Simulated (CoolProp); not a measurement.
Vapour-liquid equilibrium of toluene (1) + n-dodecane (2) at 384.9 K; x and y are mole fractions of (1).

Values from CoolProp's multi-fluid Helmholtz-energy mixture model, Lemmon 2006 and Lemmon 2004; pair parameters Bell 2016.

Give the bubble pressure and the first vapour's composition at x = 0.05, 0.35, 0.55. Is there an azeotrope?

x = 0.05: 0.007433 MPa, y = 0.556; x = 0.35: 0.03735 MPa, y = 0.940; x = 0.55: 0.05846 MPa, y = 0.973. No azeotrope shows between x = 0.05 and 0.95.

The pair parameters rest on a limited set of measurements; away from them the model extrapolates.
